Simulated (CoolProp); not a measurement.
Vapour-liquid equilibrium of carbon dioxide (1) + hydrogen sulfide (2) at 2400 kPa; x and y are mole fractions of (1).

Values from CoolProp's multi-fluid Helmholtz-energy mixture model, Span 1996 and Lemmon 2006; pair parameters Kunz 2012.

```
x     bubble temperature (°C)  y at the bubble point  dew temperature at overall composition x (°C)  liquid density (mol/L)
----  -----------------------  ---------------------  ---------------------------------------------  ----------------------
0.05                     24.3                  0.180                                           30.1                   22.70
0.2                (withheld)                  0.493                                     (withheld)                   23.37
0.35                      0.2                  0.637                                           16.1                   23.19
0.5                      -4.8                  0.724                                            8.1              (withheld)
0.65                     -8.2                  0.794                                           -0.6                   22.14
0.8                     -10.9                  0.869                                           -8.4                   21.95
0.95               (withheld)                  0.962                                          -12.7                   22.38
```

### Question
Some entries are withheld; supply them.

### Answer

- 0.2, bubble temperature (°C): 8.5
- 0.2, dew temperature at overall composition x (°C): 23.4
- 0.5, liquid density (mol/L): 22.66
- 0.95, bubble temperature (°C): -12.9

No azeotrope shows between x = 0.05 and 0.95.

The pair parameters rest on a limited set of measurements; away from them the model extrapolates.
